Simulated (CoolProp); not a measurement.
Vapour-liquid equilibrium of n-butane (1) + R113 (2) at 0.0827 MPa; x and y are mole fractions of (1).

Computed with CoolProp (multi-fluid Helmholtz-energy mixture model, Bücker 2006 and Marx 1992; pair parameters Bell 2016).

```json
[
 {"x": "0.05", "bubble temperature (K)": "308.3", "y at the bubble point": "0.238", "dew temperature at overall composition x (K)": "313.5", "liquid density (mol/L)": "8.272"},
 {"x": "0.125", "bubble temperature (K)": "?", "y at the bubble point": "?", "dew temperature at overall composition x (K)": "311.5", "liquid density (mol/L)": "8.470"},
 {"x": "0.2", "bubble temperature (K)": "294.3", "y at the bubble point": "0.615", "dew temperature at overall composition x (K)": "?", "liquid density (mol/L)": "8.651"},
 {"x": "0.275", "bubble temperature (K)": "289.5", "y at the bubble point": "?", "dew temperature at overall composition x (K)": "307.1", "liquid density (mol/L)": "8.821"},
 {"x": "0.35", "bubble temperature (K)": "285.6", "y at the bubble point": "0.775", "dew temperature at overall composition x (K)": "304.7", "liquid density (mol/L)": "8.984"},
 {"x": "0.425", "bubble temperature (K)": "282.4", "y at the bubble point": "0.823", "dew temperature at overall composition x (K)": "302.1", "liquid density (mol/L)": "9.144"},
 {"x": "0.5", "bubble temperature (K)": "279.7", "y at the bubble point": "0.860", "dew temperature at overall composition x (K)": "299.3", "liquid density (mol/L)": "?"},
 {"x": "0.575", "bubble temperature (K)": "277.3", "y at the bubble point": "0.890", "dew temperature at overall composition x (K)": "296.1", "liquid density (mol/L)": "?"},
 {"x": "0.65", "bubble temperature (K)": "275.3", "y at the bubble point": "0.914", "dew temperature at overall composition x (K)": "292.6", "liquid density (mol/L)": "9.622"},
 {"x": "0.725", "bubble temperature (K)": "273.4", "y at the bubble point": "0.935", "dew temperature at overall composition x (K)": "288.6", "liquid density (mol/L)": "9.787"},
 {"x": "0.8", "bubble temperature (K)": "271.7", "y at the bubble point": "0.954", "dew temperature at overall composition x (K)": "284.0", "liquid density (mol/L)": "9.956"},
 {"x": "0.875", "bubble temperature (K)": "?", "y at the bubble point": "0.972", "dew temperature at overall composition x (K)": "?", "liquid density (mol/L)": "10.13"},
 {"x": "0.95", "bubble temperature (K)": "268.5", "y at the bubble point": "0.989", "dew temperature at overall composition x (K)": "272.1", "liquid density (mol/L)": "10.31"}
]
```

Question: Complete the blanks.

Answer: 
- 0.125, bubble temperature (K): 300.4
- 0.125, y at the bubble point: 0.470
- 0.2, dew temperature at overall composition x (K): 309.4
- 0.275, y at the bubble point: 0.709
- 0.5, liquid density (mol/L): 9.302
- 0.575, liquid density (mol/L): 9.461
- 0.875, bubble temperature (K): 270.0
- 0.875, dew temperature at overall composition x (K): 278.5

No azeotrope shows between x = 0.05 and 0.95.

Pair parameters are fitted to limited data, so mixtures are less certain than the pure fluids.
